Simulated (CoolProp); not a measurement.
Vapour-liquid equilibrium of R113 (1) + n-hexane (2) at 408.6 K; x and y are mole fractions of (1).

The numbers come from the multi-fluid Helmholtz-energy mixture model, Marx 1992 and Thol 2019; pair parameters Bell 2016 in CoolProp.

Question: Give the bubble pressure and the first vapour's composition at x = 0.2, 0.35, 0.65. Is there an azeotrope?

Answer: x = 0.2: 663.0 kPa, y = 0.295; x = 0.35: 727.7 kPa, y = 0.459; x = 0.65: 834.6 kPa, y = 0.723. No azeotrope shows between x = 0.05 and 0.95.

Pair parameters are fitted to limited data, so mixtures are less certain than the pure fluids.
